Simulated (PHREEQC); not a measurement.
Solution (25 °C): 0.21 mol/kgw HF, 0.00036 mol/kgw NH4HF2 and 1.2e-05 mol/kgw H4SiO4. Closed to the air; pH follows from the charge balance.

All values are PHREEQC results (ion-association model, phreeqc.dat), not measurements.

This is a speciation only: nothing precipitates in the calculation.

**Question.** Estimate the pH.

**Answer.** pH 1.83.

**Question.** In which forms is F present?

**Answer.** HF 89 %, HF2- 6.6 %, F- 4.6 % of the F.

SiF6-2 is the database's only silicon fluoride.
